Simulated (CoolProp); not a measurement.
Normal hydrogen along the isotherm 50 K: density (kg/m³) from the reference equation and from simpler models built on Tc = 33.1 K, pc = 1.296 MPa, ω = -0.219; each cubic takes its own stable root.

Model: reference Helmholtz-energy equation of state, Leachman 2009, in CoolProp.

```
p (MPa)          phase  reference
-------  -------------  ---------
0.648              gas      3.315
1.3      supercritical      7.047
1.94     supercritical      11.15
2.59     supercritical      15.78
3.24     supercritical      20.77
3.89     supercritical      25.86
4.54     supercritical      30.68
5.19     supercritical      34.98
5.83     supercritical      38.61
6.48     supercritical      41.76
```

### Question
How far does each simpler model (van der Waals, Soave-Redlich-Kwong) lie from the reference over these 10 states: mean and median of the absolute difference, and the worst?

### Answer
- van der Waals: mean 4.2 %, median 2.2 %, worst -12.0 % at 50 K and 6.48 MPa
- Soave-Redlich-Kwong: mean 1.4 %, median 1.3 %, worst +2.5 % at 50 K and 2.59 MPa
